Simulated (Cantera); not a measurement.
What does this Cantera script print?

```python
import numpy as np
import cantera as ct

gas_names = [...]  # 151 gases of nasa_gas.yaml made of C, H, N, O, Si
cond_names = """
    C(gr) C6H6(L) C7H8(L) C8H18(L),n-octa H2O(s) H2O(L) Si(cr) Si(L) SiC(b) SiO2(Lqz) SiO2(hqz) SiO2(L)
    Si2N2O(s) Si3N4(a)
""".split()


# ... load() reads the species with a 1 bar reference pressure and builds the phases ...
atoms = {
    'Si3N4': {'Si': 3, 'N': 4},
    'CO2': {'C': 1, 'O': 2},
    'H2': {'H': 2},
}
top_T = {'C(gr)': 4500, 'SiC(b)': 3050, 'Si2N2O(s)': 2100, 'Si3N4(a)': 2400}  # K; cautious upper limits of use, not melting points


# ... equilibrate(T, P, feed) seeds the gas with the atoms and calls Mixture.equilibrate('TP', solver="vcs", rtol=1e-11, max_steps=5000) ...
results = []
feed = {'Si3N4': 1, 'CO2': 0.017, 'H2': 8.6}  # mol
P = 63000  # Pa
for T in [1073, 1173, 1273, 1373, 1473, 1573, 1673, 1773, 1873, 1973, 2073, 2173]:
    mix = equilibrate(T, P, feed)
    results.append((T, P, feed, dict(zip(mix.species_names, mix.species_moles))))

top = {s: max(r[3][s] / sum(r[3][g] for g in gas_names) for r in results) for s in gas_names}
cols = sorted((s for s in top if top[s] > 1e-05), key=lambda s: -top[s])[:7]
seen = [c for c in cond_names if any(r[3].get(c, 0) > 1e-12 for r in results)]
print("log10 of partial pressures in bar; condensed amounts in mol")
print(f"{'T/K':>10s}" + "".join(f"{s[:9]:>10s}" for s in cols + seen))
for T, P, feed, n in results:
    ng = sum(n[g] for g in gas_names)
    print(f"{T:10.4g}" + "".join(f"{np.log10(max(n[s] / ng * P / 1e5, 1e-99)):10.3f}" for s in cols)
          + "".join(f"{n.get(c, 0):10.4g}" for c in seen))
```

It prints:

```
log10 of partial pressures in bar; condensed amounts in mol
       T/K        H2        N2         H       SiO       CH4        CO       HCN     Si(L)    SiC(b) Si2N2O(s)  Si3N4(a)
      1073    -0.202    -3.082    -7.955   -14.541    -2.904   -10.798    -7.616         0         0     0.034    0.9773
      1173    -0.202    -3.081    -7.030   -12.115    -2.905    -9.054    -6.692         0         0     0.034    0.9773
      1273    -0.202    -3.081    -6.248   -10.077    -2.905    -7.587    -5.912         0         0     0.034    0.9773
      1373    -0.202    -2.875    -5.579    -8.410    -3.317    -6.678    -5.555         0   0.01036     0.034    0.9739
      1473    -0.202    -2.802    -4.999    -6.939    -3.949    -6.206    -5.575         0   0.01541   0.03399    0.9722
      1573    -0.202    -2.787    -4.492    -5.643    -4.531    -5.843    -5.648         0   0.01654   0.03395    0.9718
      1673    -0.202    -2.780    -4.044    -4.504    -5.046    -5.530    -5.719         0   0.01681   0.03353    0.9719
      1773    -0.205    -2.250    -3.648    -3.672    -5.157    -4.728    -5.170   0.08128   0.01655   0.03081    0.9458
      1873    -0.221    -1.559    -3.301    -3.004    -5.137    -3.795    -4.432    0.5557   0.01404   0.01753    0.7935
      1973    -0.291    -0.940    -3.015    -2.801    -5.227    -3.352    -3.799     2.856  0.006589         0   0.03644
      2073    -0.295    -0.928    -2.727    -2.860    -5.194    -3.200    -3.474     2.972         0         0         0
      2173    -0.296    -0.929    -2.465    -2.846    -5.402    -3.236    -3.427     2.966         0         0         0
```

Equilibrium computed with Cantera from the NASA thermochemical tables; the gas is ideal and each condensed phase is pure. Mutual solubility and eutectic melting of coexisting phases are not modelled. The tables' values for SiN are old estimates; treat these amounts as uncertain. Gases not in the tables: Si2H6 and higher silanes.
